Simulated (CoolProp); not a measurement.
Vapour-liquid equilibrium of R1234ze(E) (1) + R227EA (2) at 0.0302 MPa; x and y are mole fractions of (1).

Model: multi-fluid Helmholtz-energy mixture model, Thol 2016 and Lemmon 2016; pair parameters Bell 2023, in CoolProp.

```csv
x,bubble temperature (K),y at the bubble point,dew temperature at overall composition x (K),liquid density (mol/L)
0.05,231.8,0.060,231.8,9.664
0.15,231.4,0.176,231.5,9.862
0.25,231.1,0.285,231.2,10.07
0.35,230.8,0.389,230.9,10.28
0.45,230.5,0.488,230.6,10.50
0.55,230.2,0.583,230.3,10.73
0.65,230.0,0.676,230.1,10.97
0.75,229.8,0.767,229.9,11.23
0.85,229.7,0.859,229.7,11.49
0.95,229.6,0.952,229.6,11.77
```

No azeotrope shows between x = 0.05 and 0.95.

Pair parameters are fitted to limited data, so mixtures are less certain than the pure fluids.
